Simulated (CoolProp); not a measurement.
A simple Rankine cycle with R1336mzz(E): condensing at 293.15 K, boiler at 1.2 MPa, turbine inlet 409 K, turbine efficiency 0.85, pump efficiency 0.7, no recuperator. Each further row changes one setting.

The numbers come from the reference Helmholtz-energy equation of state, Akasaka 2023 in CoolProp.

```tsv
case	thermal efficiency (%)	net work (kJ/kg)	heat in (kJ/kg)	turbine exit temperature (K)	volume ratio over the turbine
as stated	12.3	29.1	237	363.1	7.63
condensing temperature 285.15 K	13.6	33.5	247	357.4	10.2
boiler pressure 0.84 MPa	10.4	25.1	241	372.8	5.17
turbine efficiency 0.75	10.8	25.5	237	367.0	7.72
```
